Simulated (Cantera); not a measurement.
Source: NASA polynomial tables (part measured, part estimated), evaluated in Cantera. Values are per mole of reaction as written; species without (g) are pure solids or liquids, kept so even where they would boil at 1 bar.

5 C3H8(g) + Ta2O5 = 5 CO(g) + 10 CH4(g) + 2 Ta, with ΔH° = 1270.8 kJ and ΔS° = 1440.5 J/K at 300 K.

Question: How far is the shortcut ΔG° ≈ ΔH°(300 K) − T·ΔS°(300 K) from the full temperature-dependent value at 725, 825, 925, 1025, 1125 K?

Answer: 
```csv
T (K),shortcut (kJ),full (kJ),difference (kJ),difference in log10 K
725,226.5,229.3,-2.8,0.20
825,82.5,88.8,-6.4,0.40
925,-61.6,-50.5,-11.1,0.63
1025,-205.6,-188.7,-16.9,0.86
1125,-349.7,-326.0,-23.7,1.10
```
The shortcut ignores the heat-capacity change of the reaction.
